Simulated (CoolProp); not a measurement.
A closed Brayton cycle with dry air: compressor inlet 333.15 K and 3.3 MPa, high pressure 8.79 MPa, turbine inlet 795 K, compressor efficiency 0.89, turbine efficiency 0.85, recuperator effectiveness 0.8 (on enthalpy, no pinch check). Each further row changes one setting.

Computed with CoolProp (reference Helmholtz-energy equation of state, Lemmon 2000). It is a pseudo-pure fit of the blend.

| case | thermal efficiency (%) | net work (kJ/kg) | compressor to turbine work | compressor exit (K) | turbine exit (K) |
|---|---|---|---|---|---|
| as stated | 22.3 | 47.5 | 0.72 | 454.6 | 639.6 |
| turbine inlet 745 K | 19.0 | 36.6 | 0.77 | 454.6 | 597.9 |
| compressor inlet 343.15 K | ? | ? | 0.74 | 468.0 | 639.6 |
| high pressure 7.47 MPa | 22.9 | ? | 0.69 | ? | ? |
| recuperator effectiveness 0.5 | ? | 47.5 | 0.72 | 454.6 | 639.6 |

Q: Some entries are withheld; supply them.

A: 
- compressor inlet 343.15 K, thermal efficiency (%): 20.8
- compressor inlet 343.15 K, net work (kJ/kg): 43.7
- high pressure 7.47 MPa, net work (kJ/kg): 45.2
- high pressure 7.47 MPa, compressor exit (K): 432.1
- high pressure 7.47 MPa, turbine exit (K): 663.0
- recuperator effectiveness 0.5, thermal efficiency (%): 17.5
